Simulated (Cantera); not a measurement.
**Pyrogenic steam for wet oxidation**

A perfectly stirred reactor is fed with 25.1 % H2, 32.6 % O2, 42.3 % N2, equivalence ratio 0.39, at 13300 Pa; it is held at 1123 K, and followed from long to short residence time.

Detailed kinetics in Cantera: the H2/O2 subset of GRI-Mech 3.0, which has no nitrogen chemistry. The temperature is held fixed by assumption; the heat of reaction is taken as removed at once.

| τ (s) | x H2 | x O2 | x H2O | x HO2 | x H |
|---|---|---|---|---|---|
| 0.79 | 0.000475 | 0.229 | 0.286 | 1.15e-5 | 2.07e-5 |
| 0.50 | 0.000640 | 0.229 | 0.286 | 1.42e-5 | 3.28e-5 |
| 0.31 | 0.000870 | 0.229 | 0.285 | 1.73e-5 | 5.29e-5 |
| 0.20 | 0.00115 | 0.229 | 0.285 | 2.04e-5 | 8.19e-5 |
| 0.12 | 0.00158 | 0.229 | 0.284 | 2.43e-5 | 0.000136 |
| 0.079 | 0.00205 | 0.229 | 0.284 | 2.76e-5 | 0.000207 |
| 0.050 | 0.00270 | 0.229 | 0.283 | 3.12e-5 | 0.000326 |
| 0.031 | 0.00359 | 0.230 | 0.282 | 3.49e-5 | 0.000524 |
| 0.020 | 0.00465 | 0.230 | 0.280 | 3.81e-5 | 0.000807 |
| 0.012 | 0.00625 | 0.230 | 0.278 | 4.14e-5 | 0.00133 |
| 0.0078 | 0.00799 | 0.230 | 0.275 | 4.39e-5 | 0.00203 |
x: mole fraction; the columns are a selection and need not sum to one.
